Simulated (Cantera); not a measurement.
An adiabatic, constant-volume homogeneous reactor starts with C3H8 : O2 : N2 = 1 : 3.85 : 15 (molar parts), at 1623 K and 0.790 bar.

Computed with Cantera and GRI-Mech 3.0 (53 species, 325 reactions). GRI-Mech 3.0 was tuned for natural gas; its chemistry of propane as a main component is partial and can be far from experiment.

Question: Predict: time of steepest temperature rise; temperature at 1.00 s; equilibrium temperature; x(O2) at 1.00 s; x(NO) at 1.00 s; x(OH) at 1.00 s.

Answer: 
```json
{
  "time_of_steepest_temperature_rise": "35.3 µs",
  "temperature at 1.00 s": "2979 K",
  "equilibrium_temperature": "2979 K",
  "x(O2) at 1.00 s": "0.00871 (gas-phase equilibrium 0.00871)",
  "x(NO) at 1.00 s": "0.00863 (gas-phase equilibrium 0.00863)",
  "x(OH) at 1.00 s": "0.0214 (gas-phase equilibrium 0.0214)"
}
```
